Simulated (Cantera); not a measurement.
A freely propagating, adiabatic, planar premixed flame of CH₄ : CO : O₂ : N₂ : CO₂ = 1 : 0.44 : 2.22 : 6.88 : 1.8 (molar parts), unburnt at 350 K and 1500 Torr; mixture-averaged transport, grid criteria slope 0.08 and curve 0.16, no radiation.

Detailed kinetics in Cantera: GRI-Mech 3.0 (53 species, 325 reactions). Burning velocities carry a grid error of a few per cent, more on coarse grids.

Problem. What does this change do: inlet temperature 350 to 500 K?

Solution. 
| quantity | before | after |
|---|---|---|
| laminar burning velocity | 22.5 cm/s | 44.3 cm/s |
| thermal thickness | 0.368 mm | 0.298 mm |
| peak x(HO₂) | 0.000145 | 0.000166 |
| peak x(H₂) | 0.00976 | 0.0113 |
| peak x(HCO) | 1.50e-5 | 2.17e-5 |

Problem. What does this change do: inlet temperature 350 to 373 K?

Solution. 
```
quantity                     before      after
------------------------  ---------  ---------
laminar burning velocity  22.5 cm/s  25.2 cm/s
thermal thickness          0.368 mm   0.355 mm
peak x(HO₂)                0.000145   0.000149
peak x(H₂)                  0.00976    0.00999
peak x(HCO)                 1.50e-5    1.59e-5
```
